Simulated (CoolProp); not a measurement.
R365MFC along the isobar 0.775 MPa: density (kg/m³) from the reference equation and from simpler models built on Tc = 460.0 K, pc = 3.266 MPa, ω = 0.377; each cubic takes its own stable root.

Model: reference Helmholtz-energy equation of state, Lemmon 2016, in CoolProp.

```tsv
T (K)	phase	reference
273.5	liquid	1310
280.7	liquid	1295
287.9	liquid	1280
295.1	liquid	1265
302.3	liquid	1250
309.5	liquid	1234
316.7	liquid	1218
323.9	liquid	1202
331.1	liquid	1186
338.4	liquid	1168
345.6	liquid	1151
352.8	liquid	1132
360	liquid	1114
367.2	liquid	1094
374.4	liquid	1073
```

Question: How far does each simpler model (van der Waals, Redlich-Kwong, Peng-Robinson) lie from the reference over these 15 states: mean and median of the absolute difference, and the worst?

Answer: 
- van der Waals: mean 62.4 %, median 40.1 %, worst -96.1 % at 374.4 K and 0.775 MPa
- Redlich-Kwong: mean 24.0 %, median 13.0 %, worst -95.9 % at 374.4 K and 0.775 MPa
- Peng-Robinson: mean 4.0 %, median 4.2 %, worst +4.5 % at 309.5 K and 0.775 MPa

At some of these states van der Waals, Redlich-Kwong gives the other phase, because its saturation line lies elsewhere.
